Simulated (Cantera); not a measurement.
Input: 1 mol SrCl2, a varied amount of H2, equilibrated at 1625 K and 12.8 Torr.

Equilibrium computed with Cantera from the NASA thermochemical tables; the gas is ideal and each condensed phase is pure. Candidate condensed phases: Sr, SrCl2; 8 gas species. Rates play no part.

Question: At 2.3 mol H2, list the 4 most abundant gas species with their mole fractions, and the condensed phases.

Answer: H2 0.844, SrCl2 0.152, HCl 0.00204, SrCl 0.00173. Condensed: SrCl2(l).
